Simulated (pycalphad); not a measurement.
Computed with pycalphad from the COST 507 light-alloy database (1999), at 1 atm. No gas phase is included, though pure Mg would boil below 1650 K. The database dates from 1999; later assessments differ in places, in temperatures and in the compounds included. Diffusion is slow at the low end, where real alloys seldom reach equilibrium.

## Al-3.45Si-10.27Mg (at.%): equilibrium cooling sequence

| T (K) | phases above | phases below |
|---|---|---|
| 871.3 | liquid | fcc + liquid |
| 867.1 | fcc + liquid | fcc + liquid + MG2SI |
| 860.1 | fcc + liquid + MG2SI | fcc + MG2SI |
| 472.2 | fcc + MG2SI | ALMG_BETA + fcc + MG2SI |

Changes were sought between steps of 40 K, so a narrower field can be missed.

Database names, with the compositions (at.%) that they take in these runs: MG2SI: Mg 67 Si 33; ALMG_BETA: Al 61 Mg 39.
